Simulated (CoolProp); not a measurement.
Vapour-liquid equilibrium of sulfur hexafluoride (1) + R113 (2) at 288.7 K; x and y are mole fractions of (1).

Values from CoolProp's multi-fluid Helmholtz-energy mixture model, Guder 2009 and Marx 1992; pair parameters Bell 2016.

```csv
x,"bubble pressure, mixture model (kPa)","bubble pressure, Raoult's law (kPa)","y, mixture model","y, Raoult's law"
0.05,189.7,123.0,0.834,0.765
0.125,300.0,261.8,0.893,0.898
0.2,354.6,400.5,0.910,0.939
0.275,398.3,539.3,0.921,0.959
0.35,448.7,678.1,0.932,0.971
0.425,514.9,816.9,?,0.979
0.5,603.2,955.6,0.956,0.984
0.575,719.5,1094,0.968,0.988
0.65,?,1233,0.978,0.991
0.725,1052,1372,0.986,0.994
0.8,1267,1511,0.992,0.996
0.875,1501,1649,0.996,0.998
0.95,?,1788,0.999,0.999
```

Problem. Some entries are withheld; supply them.

Solution. 
- 0.425, y, mixture model: 0.944
- 0.65, bubble pressure, mixture model (kPa): 868.5
- 0.95, bubble pressure, mixture model (kPa): 1732

The largest gap from Raoult's law is +54.2 % in bubble pressure, at x = 0.05. No azeotrope shows between x = 0.05 and 0.95.

Pair parameters are fitted to limited data, so mixtures are less certain than the pure fluids. The gap from Raoult's law changes sign with composition, which may be real or a fault of the pair parameters; it wasn't checked against measurements. With so large a gap from Raoult's law the liquid may split in two, which this calculation doesn't test in full.
